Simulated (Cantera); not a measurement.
Input: 1 mol TEOS, 0.84 mol O2, at 1425 °C and 23.0 mbar.

Method: chemical equilibrium by Gibbs-energy minimisation in Cantera with the NASA 1993 tables (ideal gas, pure condensed phases). Candidate condensed phases: C, C6H6, C7H8, C8H18, H2O, Si, SiC, SiO2; 123 gas species. The feed counts by its element totals alone. The numbers say what is thermodynamically allowed, not how fast it happens.

**Question.** What is the equilibrium state?

**Answer.** 
```json
{
 "x(H2)": "0.637",
 "x(CO)": "0.361",
 "x(SiO)": "0.00147",
 "x(H)": "0.000761",
 "x(C2H2 (acetylene))": "4.59e-5",
 "x(CH4)": "1.03e-5",
 "x(H2O)": "2.58e-6",
 "n(C(graphite))": "1.36 mol",
 "n(SiC(s))": "0.977 mol",
 "gas_amount": "15.69 mol",
 "log10 activity of Si(l) (absent)": "-1.83"
}
```
